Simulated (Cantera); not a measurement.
An adiabatic, constant-volume homogeneous reactor starts with CH4 : O2 : N2 = 1 : 1.11 : 4.18 (molar parts), at 1325 K and 1.50 bar. Integrator tolerance rtol = 1e-08.

Cantera simulation using GRI-Mech 3.0 (53 species, 325 reactions); the numbers are that mechanism's predictions, not measurements.

**Question.** What does this change do: 0.014 parts H2 added?

**Answer.** 
```
quantity                                                              before                                      after
---------------------------------  -----------------------------------------  -----------------------------------------
time of steepest temperature rise                                    7.93 ms                                    7.11 ms
temperature at 5.00 s                                                 2755 K                                     2753 K
equilibrium temperature                                               2755 K                                     2753 K
x(CH4) at 5.00 s                   2.54e-11 (gas-phase equilibrium 2.87e-11)  2.64e-11 (gas-phase equilibrium 2.98e-11)
x(O2) at 5.00 s                    0.000125 (gas-phase equilibrium 0.000125)  0.000121 (gas-phase equilibrium 0.000121)
x(H2O) at 5.00 s                         0.143 (gas-phase equilibrium 0.143)        0.143 (gas-phase equilibrium 0.143)
x(CH3) at 5.00 s                   4.48e-11 (gas-phase equilibrium 5.07e-11)  4.61e-11 (gas-phase equilibrium 5.21e-11)
x(N2O) at 5.00 s                     6.56e-8 (gas-phase equilibrium 6.56e-8)    6.40e-8 (gas-phase equilibrium 6.40e-8)
x(C2H) at 5.00 s                       <1e-12 (gas-phase equilibrium <1e-12)      <1e-12 (gas-phase equilibrium <1e-12)
x(H) at 5.00 s                         0.0131 (gas-phase equilibrium 0.0131)      0.0131 (gas-phase equilibrium 0.0131)
```
